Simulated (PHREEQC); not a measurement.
## Acid rinse or clean

Dissolve 1.6 mmol/kgw HNO3, 0.64 mmol/kgw NaCl and 0.056 mmol/kgw KCl at 20 °C. Closed to the air; pH follows from the charge balance.

Equilibrium calculation in PHREEQC: ion-association model, phreeqc.dat.

| Item | Value |
|---|---|
| pH | 2.82 |
| ionic strength | 0.00230 mol/kgw |
| specific conductance | 653 µS/cm |
| total alkalinity | -1.60 meq/kg |

```
species  molality  activity   log γ
-------  --------  --------  ------
H+        0.00160   0.00152  -0.021
NO3-      0.00160   0.00152  -0.023
Cl-      0.000696  0.000660  -0.023
Na+      0.000640  0.000608  -0.023
K+        5.60e-5   5.31e-5  -0.023
```

No solid was allowed to form.
